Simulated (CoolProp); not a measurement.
Saturation properties of carbonyl sulfide.

Computed with CoolProp (reference Helmholtz-energy equation of state, Lemmon 2006). It is a short technical equation, of lower accuracy than the large ones.

```json
[
 {"T (°C)": "-22.65", "p (MPa)": "0.3107", "liquid density (kg/m³)": "1113", "vapour density (kg/m³)": "[?]", "liquid cp (kJ/(kg K))": "1.222", "surface tension (mN/m)": "15.8"},
 {"T (°C)": "-20.05", "p (MPa)": "0.3406", "liquid density (kg/m³)": "1107", "vapour density (kg/m³)": "[?]", "liquid cp (kJ/(kg K))": "1.228", "surface tension (mN/m)": "15.3"},
 {"T (°C)": "-17.45", "p (MPa)": "0.3727", "liquid density (kg/m³)": "1101", "vapour density (kg/m³)": "11.33", "liquid cp (kJ/(kg K))": "1.233", "surface tension (mN/m)": "14.9"},
 {"T (°C)": "-14.85", "p (MPa)": "0.4070", "liquid density (kg/m³)": "1095", "vapour density (kg/m³)": "12.31", "liquid cp (kJ/(kg K))": "[?]", "surface tension (mN/m)": "14.5"},
 {"T (°C)": "-12.35", "p (MPa)": "0.4422", "liquid density (kg/m³)": "1089", "vapour density (kg/m³)": "13.31", "liquid cp (kJ/(kg K))": "1.244", "surface tension (mN/m)": "14.0"},
 {"T (°C)": "-9.75", "p (MPa)": "0.4811", "liquid density (kg/m³)": "1082", "vapour density (kg/m³)": "14.41", "liquid cp (kJ/(kg K))": "1.250", "surface tension (mN/m)": "13.6"},
 {"T (°C)": "-7.15", "p (MPa)": "0.5226", "liquid density (kg/m³)": "1076", "vapour density (kg/m³)": "15.58", "liquid cp (kJ/(kg K))": "1.257", "surface tension (mN/m)": "[?]"},
 {"T (°C)": "-4.55", "p (MPa)": "0.5666", "liquid density (kg/m³)": "1070", "vapour density (kg/m³)": "16.82", "liquid cp (kJ/(kg K))": "1.264", "surface tension (mN/m)": "12.7"},
 {"T (°C)": "-1.95", "p (MPa)": "[?]", "liquid density (kg/m³)": "1063", "vapour density (kg/m³)": "18.14", "liquid cp (kJ/(kg K))": "1.271", "surface tension (mN/m)": "12.3"},
 {"T (°C)": "0.65", "p (MPa)": "0.6630", "liquid density (kg/m³)": "1057", "vapour density (kg/m³)": "19.54", "liquid cp (kJ/(kg K))": "1.278", "surface tension (mN/m)": "11.9"},
 {"T (°C)": "3.25", "p (MPa)": "0.7154", "liquid density (kg/m³)": "1050", "vapour density (kg/m³)": "21.02", "liquid cp (kJ/(kg K))": "1.286", "surface tension (mN/m)": "[?]"},
 {"T (°C)": "5.75", "p (MPa)": "0.7687", "liquid density (kg/m³)": "1043", "vapour density (kg/m³)": "22.53", "liquid cp (kJ/(kg K))": "1.294", "surface tension (mN/m)": "11.1"},
 {"T (°C)": "8.35", "p (MPa)": "0.8271", "liquid density (kg/m³)": "1037", "vapour density (kg/m³)": "24.18", "liquid cp (kJ/(kg K))": "1.303", "surface tension (mN/m)": "10.7"},
 {"T (°C)": "10.95", "p (MPa)": "0.8887", "liquid density (kg/m³)": "1030", "vapour density (kg/m³)": "25.93", "liquid cp (kJ/(kg K))": "1.312", "surface tension (mN/m)": "10.3"}
]
```

Some entries are withheld; supply them.


- -22.65, vapour density (kg/m³): 9.554
- -20.05, vapour density (kg/m³): 10.41
- -14.85, liquid cp (kJ/(kg K)): 1.239
- -7.15, surface tension (mN/m): 13.2
- -1.95, p (MPa): 0.6134
- 3.25, surface tension (mN/m): 11.5

It boils at -50.2 °C under 1 atm.

Surface tension comes from a separate correlation (Mulero 2012).
